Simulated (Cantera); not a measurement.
**Fluorocarbon and chlorocarbon gases: CCl₄ + Si + H₂**

Feed: 1 mol CCl₄, 0.02 mol Si, 2.1 mol H₂, equilibrated at 0.105 Torr.

Equilibrium computed with Cantera from the NASA thermochemical tables; the gas is ideal and each condensed phase is pure. Candidate condensed phases: C, C₆H₆, C₇H₈, C₈H₁₈, Si, SiC; 109 gas species. The tables' values for SiCl₃, SiCl are old estimates; treat these amounts as uncertain. Equilibrium is a limit: real reactors are often held back by kinetics, nucleation or transport.

```json
[
 {"T (K)": "1073", "x HCl": "0.961", "x Cl": "5.56e-6", "x H₂": "0.0343", "x H": "2.19e-7", "x SiCl₄": "0.00485", "x SiCl₂": "5.37e-6", "x SiCl₃": "4.04e-5", "n C(graphite)": "1.00"},
 {"T (K)": "1173", "x HCl": "0.961", "x Cl": "4.53e-5", "x H₂": "0.0341", "x H": "1.84e-6", "x SiCl₄": "0.00461", "x SiCl₂": "8.66e-5", "x SiCl₃": "0.000201", "n C(graphite)": "1.00"},
 {"T (K)": "1273", "x HCl": "0.961", "x Cl": "0.000269", "x H₂": "0.0334", "x H": "1.10e-5", "x SiCl₄": "0.00357", "x SiCl₂": "0.000706", "x SiCl₃": "0.000620", "n C(graphite)": "1.00"},
 {"T (K)": "1373", "x HCl": "0.962", "x Cl": "0.00125", "x H₂": "0.0320", "x H": "5.03e-5", "x SiCl₄": "0.00163", "x SiCl₂": "0.00234", "x SiCl₃": "0.000909", "n C(graphite)": "1.00"},
 {"T (K)": "1473", "x HCl": "0.958", "x Cl": "0.00462", "x H₂": "0.0322", "x H": "0.000192", "x SiCl₄": "0.000449", "x SiCl₂": "0.00372", "x SiCl₃": "0.000699", "n C(graphite)": "1.000"},
 {"T (K)": "1573", "x HCl": "0.945", "x Cl": "0.0136", "x H₂": "0.0359", "x H": "0.000651", "x SiCl₄": "0.000101", "x SiCl₂": "0.00434", "x SiCl₃": "0.000408", "n C(graphite)": "1.000"},
 {"T (K)": "1673", "x HCl": "0.916", "x Cl": "0.0327", "x H₂": "0.0443", "x H": "0.00202", "x SiCl₄": "2.15e-5", "x SiCl₂": "0.00455", "x SiCl₃": "0.000216", "n C(graphite)": "1.000"},
 {"T (K)": "1773", "x HCl": "0.865", "x Cl": "0.0661", "x H₂": "0.0584", "x H": "0.00581", "x SiCl₄": "4.52e-6", "x SiCl₂": "0.00458", "x SiCl₃": "0.000110", "n C(graphite)": "1.000"},
 {"T (K)": "1873", "x HCl": "0.786", "x Cl": "0.116", "x H₂": "0.0779", "x H": "0.0152", "x SiCl₄": "9.65e-7", "x SiCl₂": "0.00446", "x SiCl₃": "5.52e-5", "n C(graphite)": "1.000"},
 {"T (K)": "1973", "x HCl": "0.677", "x Cl": "0.183", "x H₂": "0.0994", "x H": "0.0360", "x SiCl₄": "2.06e-7", "x SiCl₂": "0.00416", "x SiCl₃": "2.67e-5", "n C(graphite)": "0.999"},
 {"T (K)": "2073", "x HCl": "0.543", "x Cl": "0.261", "x H₂": "0.116", "x H": "0.0758", "x SiCl₄": "4.01e-8", "x SiCl₂": "0.00341", "x SiCl₃": "1.15e-5", "n C(graphite)": "0.998"}
]
```
x: gas mole fraction; n: condensed amount in mol.

From 1073 K to 2073 K the condensed part is C(graphite). The main Si-bearing gas is SiCl₄ at 1073 K and SiCl₂ at 2073 K.
